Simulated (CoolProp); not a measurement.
Model: reference Helmholtz-energy equation of state, Bücker 2006, in CoolProp.

### Question
Give the vapour pressure (bar), vapour density (kg/m³), enthalpy of vaporisation (kJ/kg), liquid cp (kJ/(kg K)) of saturated isobutane at 48.65 °C.

### Answer
```json
[
 {"T (°C)": "48.65", "p (bar)": "6.62", "vapour density (kg/m³)": "17.0", "enthalpy of vaporisation (kJ/kg)": "301", "liquid cp (kJ/(kg K))": "2.60"}
]
```
